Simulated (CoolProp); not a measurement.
Vapour-liquid equilibrium of C3F8 (R218) (1) + R134a (2) at 288.3 K; x and y are mole fractions of (1).

Values from CoolProp's multi-fluid Helmholtz-energy mixture model, Lemmon 2006 and Tillner-Roth 1994; pair parameters Bell 2016.

```tsv
x	bubble pressure, mixture model (MPa)	bubble pressure, Raoult's law (MPa)	y, mixture model	y, Raoult's law
0.05	0.5558	0.4991	0.143	0.066
0.125	0.6283	0.5118	0.278	0.161
0.2	0.6791	0.5244	0.365	0.251
0.275	0.7147	0.5370	0.428	0.338
0.35	0.7398	0.5497	0.477	0.420
0.425	0.7572	0.5623	0.519	0.498
0.5	0.7688	0.5749	0.559	0.573
0.575	0.7752	0.5875	0.598	0.645
0.65	0.7762	0.6002	0.640	0.714
0.725	0.7710	0.6128	0.688	0.780
0.8	0.7578	0.6254	0.745	0.843
0.875	0.7340	0.6381	0.817	0.904
0.95	0.6956	0.6507	0.913	0.962
```

The largest gap from Raoult's law is +34.7 % in bubble pressure, at x = 0.425. y crosses x between x = 0.575 and 0.65: the model has an azeotrope there.

Pair parameters are fitted to limited data, so mixtures are less certain than the pure fluids.
